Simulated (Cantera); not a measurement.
An adiabatic, constant-volume homogeneous reactor starts with 19.6 % H2, 16.9 % O2, 63.5 % N2, at 1373 K and 1.09 atm.

Cantera simulation using the H2/O2 subset of GRI-Mech 3.0, which has no nitrogen chemistry; the numbers are that mechanism's predictions, not measurements.

Task: Predict: time of steepest temperature rise; temperature at 0.700 s; equilibrium temperature; x(H2) at 0.700 s; x(O2) at 0.700 s; x(H2O) at 0.700 s; x(HO2) at 0.700 s; x(H) at 0.700 s; x(O) at 0.700 s; x(OH) at 0.700 s.

Result: 
```json
{
  "time_of_steepest_temperature_rise": "19.3 µs",
  "temperature at 0.700 s": "2751 K",
  "equilibrium_temperature": "2751 K",
  "x(H2) at 0.700 s": "0.00893 (gas-phase equilibrium 0.00893)",
  "x(O2) at 0.700 s": "0.0721 (gas-phase equilibrium 0.0721)",
  "x(H2O) at 0.700 s": "0.189 (gas-phase equilibrium 0.189)",
  "x(HO2) at 0.700 s": "1.90e-5 (gas-phase equilibrium 1.90e-5)",
  "x(H) at 0.700 s": "0.00459 (gas-phase equilibrium 0.00459)",
  "x(O) at 0.700 s": "0.00845 (gas-phase equilibrium 0.00845)",
  "x(OH) at 0.700 s": "0.0260 (gas-phase equilibrium 0.0260)"
}
```
